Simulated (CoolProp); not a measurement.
Vapour-liquid equilibrium of m-xylene (1) + o-xylene (2) at 0.738 MPa; x and y are mole fractions of (1).

Model: multi-fluid Helmholtz-energy mixture model, Zhou 2012 and Zhou 2012; pair parameters Bell 2016, in CoolProp.

| x | bubble temperature (K) | y at the bubble point | dew temperature at overall composition x (K) | liquid density (mol/L) |
|---|---|---|---|---|
| 0.05 | 511.9 | 0.054 | 511.9 | 6.255 |
| 0.2 | 510.9 | 0.215 | 511.0 | 6.233 |
| 0.35 | 509.8 | 0.372 | 510.0 | 6.211 |
| 0.5 | 508.8 | 0.524 | 508.9 | 6.190 |
| 0.65 | 507.7 | 0.671 | 507.9 | 6.168 |
| 0.8 | 506.7 | 0.814 | 506.8 | 6.147 |
| 0.95 | 505.8 | 0.954 | 505.8 | 6.126 |

No azeotrope shows between x = 0.05 and 0.95.

Pair parameters are fitted to limited data, so mixtures are less certain than the pure fluids.
